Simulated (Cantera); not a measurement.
Source: NASA polynomial tables (part measured, part estimated), evaluated in Cantera. Values are per mole of reaction as written; species without (g) are pure solids or liquids, kept so even where they would boil at 1 bar.

Ti + C2H5OH(g) → C2H2(g) + TiO(g) + 4 H(g)

| T (K) | ΔH° (kJ) | ΔS° (J/K) | ΔG° (kJ) | log10 K | condensed phases |
|---|---|---|---|---|---|
| 300 | [?] | [?] | [?] | [?] | Ti(α) |
| 1498 | 1415.6 | 634.6 | 464.9 | -16.21 | Ti(β) |
| 1648 | [?] | [?] | [?] | [?] | Ti(β) |
| 1798 | 1413.8 | 633.5 | 274.6 | -7.98 | Ti(β) |
| 1948 | [?] | [?] | [?] | [?] | Ti(l) |
| 2098 | 1393.7 | 623.3 | 86.1 | -2.14 | Ti(l) |

Task: Fill in the missing entries.

Result: 
- 300, ΔH° (kJ): 1389.7
- 300, ΔS° (J/K): 582.4
- 300, ΔG° (kJ): 1214.9
- 300, log10 K: -211.54
- 1648, ΔH° (kJ): 1415.1
- 1648, ΔS° (J/K): 634.3
- 1648, ΔG° (kJ): 369.7
- 1648, log10 K: -11.72
- 1948, ΔH° (kJ): 1397.1
- 1948, ΔS° (J/K): 625.0
- 1948, ΔG° (kJ): 179.7
- 1948, log10 K: -4.82
